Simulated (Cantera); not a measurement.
A freely propagating, adiabatic, planar premixed flame of H2 : O2 : N2 = 1 : 0.357 : 1.54 (molar parts), equivalence ratio 1.4, unburnt at 700 K and 82.5 Torr; mixture-averaged transport, grid criteria slope 0.08 and curve 0.16, no radiation.

Model: the H2/O2 subset of GRI-Mech 3.0, which has no nitrogen chemistry, integrated in Cantera. Burning velocities carry a grid error of a few per cent, more on coarse grids.

Task: What does this change do: inlet temperature 700 to 625 K?

Result: 
```
quantity                    before     after
------------------------  --------  --------
laminar burning velocity  818 cm/s  644 cm/s
thermal thickness          9.42 mm   8.69 mm
peak x(H2O2)               4.08e-7   4.02e-7
peak x(OH)                  0.0128    0.0118
peak x(O)                  0.00988   0.00914
```

Task: What does this change do: inlet temperature 700 to 500 K?

Result: 
```
quantity                    before     after
------------------------  --------  --------
laminar burning velocity  818 cm/s  436 cm/s
thermal thickness          9.42 mm   7.89 mm
peak x(H2O2)               4.08e-7   2.18e-6
peak x(OH)                  0.0128    0.0101
peak x(O)                  0.00988   0.00809
```
